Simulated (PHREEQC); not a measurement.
Consider water at 25 °C with 40 mmol/kgw FeCl3, 0.051 mmol/kgw NaH2PO4 and 0.044 mmol/kgw Na2SO4. Closed to the air; pH follows from the charge balance.

The numbers come from PHREEQC with the ion-association model, wateq4f.dat.

Problem. The ionic strength comes out as 0.185 mol/kgw. What activity coefficients do Cl-, SO4-2, FeCl+2, Fe3(OH)4+5, FeSO4+ get?

Solution. Cl- 0.72, SO4-2 0.30, FeCl+2 0.31, Fe3(OH)4+5 0.00075, FeSO4+ 0.74.

Precipitation was switched off in this run. Examples of supersaturated solids here: Strengite, Hematite (slow to form). Others may be too. H3PO4, which wateq4f.dat lacks, is added to it with the constant of phreeqc.dat.
